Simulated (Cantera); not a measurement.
Source: NASA polynomial tables (part measured, part estimated), evaluated in Cantera. Values are per mole of reaction as written; species without (g) are pure solids or liquids, kept so even where they would boil at 1 bar.

10 H₂O(g) + P₄O₁₀ = P₄(g) + 10 H₂O₂(g), with ΔH° = 4124.0 kJ and ΔS° = 507.9 J/K at 300 K.

**Question.** How far is the shortcut ΔG° ≈ ΔH°(300 K) − T·ΔS°(300 K) from the full temperature-dependent value at 350, 375, 400, 425, 450, 475, 500, 525 K?

**Answer.** 
```csv
T (K),shortcut (kJ),full (kJ),difference (kJ),difference in log10 K
350,3946.2,3946.4,-0.2,0.03
375,3933.5,3934.0,-0.5,0.07
400,3920.8,3921.7,-0.9,0.12
425,3908.1,3909.5,-1.4,0.17
450,3895.4,3897.4,-2.0,0.23
475,3882.7,3885.4,-2.7,0.29
500,3870.0,3873.5,-3.5,0.36
525,3857.3,3861.7,-4.3,0.43
```
The shortcut ignores the heat-capacity change of the reaction.
